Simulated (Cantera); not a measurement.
What does this Cantera script print?

```python
import numpy as np
import cantera as ct

gas_names = [...]  # 113 gases of nasa_gas.yaml made of C, H, O, Pb
cond_names = """
    C(gr) C6H6(L) C7H8(L) C8H18(L),n-octa H2O(s) H2O(L) Pb(cr) Pb(L) PbO(rd) PbO(yw) PbO(L) PbO2(s)
    Pb3O4(s)
""".split()


# ... load() reads the species with a 1 bar reference pressure and builds the phases ...
atoms = {
    'Pb': {'Pb': 1},
    'CO': {'C': 1, 'O': 1},
    'H2': {'H': 2},
}
top_T = {'C(gr)': 4500, 'Pb3O4(s)': 820}  # K; cautious upper limits of use, not melting points


# ... equilibrate(T, P, feed) seeds the gas with the atoms and calls Mixture.equilibrate('TP', solver="vcs", rtol=1e-11, max_steps=5000) ...
results = []
feed = {'Pb': 1, 'CO': 0.045, 'H2': 3.2}  # mol
P = 51000  # Pa
for T in [898, 948, 998, 1048, 1098, 1148, 1198, 1248, 1298, 1348, 1398, 1448, 1498]:
    mix = equilibrate(T, P, feed)
    results.append((T, P, feed, dict(zip(mix.species_names, mix.species_moles))))
    x = sorted(zip(gas.X, gas.species_names), reverse=True)
    print(f"T = {T:g} K  P = {P:g} Pa  gas = {mix.phase_moles(0):.4g} mol")
    print("   x: " + "  ".join(f"{s} {v:.3e}" for v, s in x if v > 0.0001))
    print("   condensed (mol): " + ("  ".join(f"{mix.phase(i).name} {mix.phase_moles(i):.4g}"
          for i in range(1, mix.n_phases) if mix.phase_moles(i) > 1e-12) or "none"))
```

It prints:

```
T = 898 K  P = 51000 Pa  gas = 3.161 mol
   x: H2 9.725e-01  CH4 1.330e-02  H2O 1.327e-02  CO 9.108e-04
   condensed (mol): Pb(L) 1
T = 948 K  P = 51000 Pa  gas = 3.175 mol
   x: H2 9.748e-01  CH4 1.107e-02  H2O 1.101e-02  CO 3.043e-03
   condensed (mol): Pb(L) 1
T = 998 K  P = 51000 Pa  gas = 3.195 mol
   x: H2 9.782e-01  CH4 7.799e-03  H2O 7.728e-03  CO 6.214e-03
   condensed (mol): Pb(L) 0.9999
T = 1048 K  P = 51000 Pa  gas = 3.214 mol
   x: H2 9.810e-01  CO 9.009e-03  CH4 4.941e-03  H2O 4.888e-03
   condensed (mol): Pb(L) 0.9997
T = 1098 K  P = 51000 Pa  gas = 3.226 mol
   x: H2 9.828e-01  CO 1.089e-02  CH4 3.022e-03  H2O 2.989e-03  Pb 2.290e-04
   condensed (mol): Pb(L) 0.9993
T = 1148 K  P = 51000 Pa  gas = 3.235 mol
   x: H2 9.837e-01  CO 1.204e-02  CH4 1.856e-03  H2O 1.837e-03  Pb 5.495e-04
   condensed (mol): Pb(L) 0.9982
T = 1198 K  P = 51000 Pa  gas = 3.241 mol
   x: H2 9.837e-01  CO 1.271e-02  Pb 1.223e-03  CH4 1.163e-03  H2O 1.152e-03
   condensed (mol): Pb(L) 0.996
T = 1248 K  P = 51000 Pa  gas = 3.248 mol
   x: H2 9.829e-01  CO 1.310e-02  Pb 2.549e-03  CH4 7.479e-04  H2O 7.416e-04
   condensed (mol): Pb(L) 0.9917
T = 1298 K  P = 51000 Pa  gas = 3.258 mol
   x: H2 9.807e-01  CO 1.331e-02  Pb 5.014e-03  CH4 4.936e-04  H2O 4.899e-04
   condensed (mol): Pb(L) 0.9837
T = 1348 K  P = 51000 Pa  gas = 3.273 mol
   x: H2 9.766e-01  CO 1.341e-02  Pb 9.366e-03  CH4 3.336e-04  H2O 3.314e-04
   condensed (mol): Pb(L) 0.9693
T = 1398 K  P = 51000 Pa  gas = 3.299 mol
   x: H2 9.694e-01  Pb 1.671e-02  CO 1.341e-02  CH4 2.299e-04  H2O 2.286e-04
   condensed (mol): Pb(L) 0.9449
T = 1448 K  P = 51000 Pa  gas = 3.34 mol
   x: H2 9.577e-01  Pb 2.862e-02  CO 1.331e-02  CH4 1.608e-04  H2O 1.600e-04
   condensed (mol): Pb(L) 0.9044
T = 1498 K  P = 51000 Pa  gas = 3.405 mol
   x: H2 9.394e-01  Pb 4.723e-02  CO 1.310e-02  CH4 1.132e-04  H2O 1.128e-04
   condensed (mol): Pb(L) 0.8391
```

Cantera equilibrium calculation (NASA polynomials, part measured and part estimated; ideal gas, pure solids and liquids).
